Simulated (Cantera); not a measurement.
A Cantera script and what it prints.

```python
import numpy as np
import cantera as ct

gas_names = """
    H HNO HNO2 HNO3 HO2 H2 H2O H2O2 N NH NH2 NH3 NH2OH NO NO2 NO3 N2 N2H2 N2H4 N2O O OH O2 O3 Si SiH
    SiH2 SiH3 SiH4 SiN SiO SiO2 Si2 Si2N Si3
""".split()
cond_names = """
    H2O(s) H2O(L) Si(cr) Si(L) SiO2(Lqz) SiO2(hqz) SiO2(L) Si2N2O(s) Si3N4(a)
""".split()


# ... load() reads the species with a 1 bar reference pressure and builds the phases ...
atoms = {
    'Si2H6': {'Si': 2, 'H': 6},
    'O2': {'O': 2},
    'N2': {'N': 2},
}
top_T = {'Si2N2O(s)': 2100, 'Si3N4(a)': 2400}  # K; cautious upper limits of use, not melting points


# ... equilibrate(T, P, feed) seeds the gas with the atoms and calls Mixture.equilibrate('TP', solver="vcs", rtol=1e-11, max_steps=5000) ...
results = []
feed = {'Si2H6': 1, 'O2': 1.1, 'N2': 3.8}  # mol
P = 90000  # Pa
for T in [750, 825, 900, 975, 1050, 1125, 1200]:
    mix = equilibrate(T, P, feed)
    results.append((T, P, feed, dict(zip(mix.species_names, mix.species_moles))))

top = {s: max(r[3][s] / sum(r[3][g] for g in gas_names) for r in results) for s in gas_names}
cols = sorted((s for s in top if top[s] > 0.0001), key=lambda s: -top[s])[:6]
seen = [c for c in cond_names if any(r[3].get(c, 0) > 1e-12 for r in results)]
print("log10 of partial pressures in bar; condensed amounts in mol")
print(f"{'T/K':>10s}" + "".join(f"{s[:9]:>10s}" for s in cols + seen))
for T, P, feed, n in results:
    ng = sum(n[g] for g in gas_names)
    print(f"{T:10.4g}" + "".join(f"{np.log10(max(n[s] / ng * P / 1e5, 1e-99)):10.3f}" for s in cols)
          + "".join(f"{n.get(c, 0):10.4g}" for c in seen))
```

Output:

```
log10 of partial pressures in bar; condensed amounts in mol
       T/K        N2        H2       NH3       H2O SiO2(Lqz) SiO2(hqz) Si2N2O(s)
       750    -0.333    -0.362    -3.001    -5.052       0.8         0       0.6
       825    -0.333    -0.362    -3.340    -4.771    0.7999         0       0.6
       900    -0.333    -0.361    -3.625    -4.543         0    0.7999    0.6001
       975    -0.333    -0.361    -3.870    -4.354         0    0.7998    0.6001
      1050    -0.333    -0.361    -4.081    -4.193         0    0.7997    0.6001
      1125    -0.333    -0.361    -4.265    -4.055         0    0.7996    0.6002
      1200    -0.333    -0.361    -4.427    -3.936         0    0.7995    0.6003
```

Cantera equilibrium calculation (NASA polynomials, part measured and part estimated; ideal gas, pure solids and liquids). The feed counts by its element totals alone. N2 is the only nitrogen source here; it is nearly inert below about 1500 K, so the nitride shown seldom forms there in practice. Mutual solubility and eutectic melting of coexisting phases are not modelled. The tables hold silica as quartz up to 1696 K and as liquid above; real silica turns to tridymite and cristobalite and melts near 1996 K.
